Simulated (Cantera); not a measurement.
Mixture: CH4 : O2 : N2 = 1 : 4.44 : 16.7 (molar parts), at 6.50 bar, adiabatic and at constant pressure. Ignition delay is the time to a rise of 400 K.

Cantera simulation using GRI-Mech 3.0 (53 species, 325 reactions); the numbers are that mechanism's predictions, not measurements.

Task: Predict: delay at 1050 K; delay at 1200 K; delay at 1350 K; delay at 1500 K; delay at 1650 K; apparent activation energy between 1500 and 1650 K.

Result: delay at 1050 K: 44.8 ms
delay at 1200 K: 5.28 ms
delay at 1350 K: 0.904 ms
delay at 1500 K: 0.203 ms
delay at 1650 K: 58.6 µs
apparent activation energy between 1500 and 1650 K: 170 kJ/mol
